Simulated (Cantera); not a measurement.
**Premixed flame**

A freely propagating, adiabatic, planar premixed flame of 3.53 % C3H8, 20.3 % O2, 76.2 % N2, equivalence ratio 0.87, unburnt at 598 K and 2.30 bar; mixture-averaged transport, grid criteria slope 0.08 and curve 0.16, no radiation.

Cantera simulation using GRI-Mech 3.0 (53 species, 325 reactions); the numbers are that mechanism's predictions, not measurements. GRI-Mech 3.0 was tuned for natural gas; its chemistry of propane as a main component is partial and can be far from experiment. Burning velocities carry a grid error of a few per cent, more on coarse grids.

```csv
z (mm),T (K),u (m/s),x C3H8,x O2,x H2O2,x CH3,x HO2,x N2O
-0.423,598,1.19,0.0353,0.203,1.74e-8,<1e-8,1.02e-7,<1e-8
-0.282,600,1.20,0.0352,0.202,2.45e-7,3.68e-8,1.42e-6,<1e-8
-0.212,605,1.21,0.0351,0.201,1.07e-6,1.78e-7,6.27e-6,<1e-8
-0.141,639,1.29,0.0347,0.197,6.18e-6,2.19e-6,3.79e-5,<1e-8
-0.0706,916,1.88,0.0277,0.169,3.41e-5,0.000224,0.000198,1.70e-8
-0.0353,1289,2.72,0.0119,0.130,3.98e-5,0.00136,0.000375,5.32e-8
0,1685,3.62,0.000563,0.0848,3.79e-6,0.00121,0.000275,1.33e-7
0.0353,1868,4.02,8.94e-7,0.0582,7.68e-7,0.000130,4.79e-5,2.50e-7
0.0706,1935,4.15,<1e-8,0.0475,6.00e-7,7.38e-6,2.16e-5,3.40e-7
0.141,2017,4.29,<1e-8,0.0401,4.73e-7,3.03e-8,1.49e-5,3.97e-7
0.282,2113,4.46,<1e-8,0.0354,3.41e-7,<1e-8,9.80e-6,4.24e-7
0.565,2207,4.64,<1e-8,0.0319,2.42e-7,<1e-8,5.95e-6,4.69e-7
1.13,2281,4.77,<1e-8,0.0290,1.86e-7,<1e-8,3.87e-6,4.96e-7
```
x: mole fraction of selected species; z is measured from the peak of heat release.

| Property | Result |
|---|---|
| laminar burning velocity | 119 cm/s |
| thermal thickness | 0.141 mm |
| peak x(H2O2) | 4.35e-5 |
| peak x(CH3) | 0.00179 |
| peak x(HO2) | 0.000424 |
| grid points | 143 |
